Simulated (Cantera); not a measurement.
Input: 1 mol Fe2O3, 2.3 mol O2, 0.52 mol CO2, equilibrated at 15.0 mbar.

Cantera equilibrium calculation (NASA polynomials, part measured and part estimated; ideal gas, pure solids and liquids). Candidate condensed phases: C, Fe, Fe(CO)5, FeO, Fe2O3, Fe3O4; 15 gas species. Equilibrium is a limit: real reactors are often held back by kinetics, nucleation or transport. All values below are at 1575 K.

Base state: O2 0.826, CO2 0.174, O 7.94e-5, CO 2.23e-5 (mole fractions); condensed: Fe3O4(s).

### Question
What changes in the equilibrium state with this change: 0.025 mol H2S added?

### Answer
| species | before | after |
|---|---|---|
| O2 | 0.826 | 0.810 |
| CO2 | 0.174 | 0.173 |
| SO2 | 0 | 0.00831 |
| H2O | 0 | 0.00825 |
| OH | 0 | 0.000168 |
| SO3 | 0 | 2.38e-5 |
| O | 7.94e-5 | 7.87e-5 |
| Fe3O4(s), mol | 0.667 | 0.667 |
Further candidate phases: C6H6, C7H8, C8H18, Fe(OH)2, Fe(OH)3, FeS, FeSO4, FeS2, Fe2(SO4)3, H2O, H2SO4, S.
